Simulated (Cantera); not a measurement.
Cantera run, input and output.

```python
import numpy as np
import cantera as ct

surf = ct.Interface("ptcombust.yaml", "Pt_surf")
gas = surf.adjacent["gas"]
gas.TPX = 625, 97000, {'H2': 0.0029, 'O2': 0.15, 'N2': 0.79, 'H2O': 0.057}
surf.TP = 625, 97000
reactor = ct.FlowReactor(gas, clone=False)
reactor.area = 0.0001  # m2
reactor.surface_area_to_volume_ratio = 950  # 1/m
reactor.mass_flow_rate = 4.3 * reactor.area * gas.density  # inlet velocity 4.3 m/s
reactor.energy_enabled = False
wall = ct.ReactorSurface(surf, reactor, clone=False)
net = ct.ReactorNet([reactor])
net.rtol, net.atol = 1e-8, 1e-16
show, cover = ['H2', 'O2', 'H2O'], ['PT(S)', 'H(S)', 'O(S)', 'OH(S)', 'CO(S)', 'C(S)']

rows = []
print(f"{'z/m':>9s}{'u/(m/s)':>9s}" + "".join(f"{s:>13s}" for s in show + cover))
for z in [8e-05, 0.00016, 0.0003, 0.00058, 0.0011, 0.0022, 0.0042, 0.008]:
    net.advance(z)
    rows.append([reactor.speed, *gas[show].X, *surf[cover].coverages])
    print(f"{z:9.4g}{rows[-1][0]:9.3g}" + "".join(f"{x:13.4e}" for x in rows[-1][1:]))
```

Output:

```
      z/m  u/(m/s)           H2           O2          H2O        PT(S)         H(S)         O(S)        OH(S)        CO(S)         C(S)
    8e-05      4.3   2.8509e-03   1.4999e-01   5.7057e-02   3.1979e-02   5.6488e-09   9.5363e-01   1.4342e-02  -1.2650e-25  -1.6497e-29
  0.00016      4.3   2.8032e-03   1.4997e-01   5.7106e-02   3.1449e-02   5.4767e-09   9.5427e-01   1.4231e-02   4.2795e-26  -4.5801e-31
   0.0003      4.3   2.7234e-03   1.4994e-01   5.7188e-02   3.0563e-02   5.1946e-09   9.5535e-01   1.4043e-02  -8.6066e-27   2.2303e-30
  0.00058      4.3   2.5766e-03   1.4988e-01   5.7339e-02   2.8932e-02   4.6944e-09   9.5734e-01   1.3688e-02   6.1258e-26   8.5263e-30
   0.0011      4.3   2.3419e-03   1.4978e-01   5.7581e-02   2.6322e-02   3.9454e-09   9.6054e-01   1.3095e-02   1.3596e-26   1.3011e-30
   0.0022      4.3   1.9631e-03   1.4962e-01   5.7971e-02   2.2105e-02   2.8674e-09   9.6580e-01   1.2058e-02   2.9006e-25   1.6172e-29
   0.0042      4.3   1.5159e-03   1.4943e-01   5.8432e-02   1.7122e-02   1.8059e-09   9.7218e-01   1.0673e-02   6.1470e-26   1.8640e-29
    0.008      4.3   1.0564e-03   1.4923e-01   5.8905e-02   1.2007e-02   9.5726e-10   9.7898e-01   8.9916e-03   1.0747e-24   2.0430e-27
```

Cantera simulation using Deutschmann's 1995 Pt surface mechanism with GRI-Mech 3.0 gas chemistry; the numbers are that mechanism's predictions, not measurements. Catalytic surfaces can have several steady states; this one follows from the mechanism file's or the stated starting coverage. Mass transfer to the wall is taken as infinitely fast.
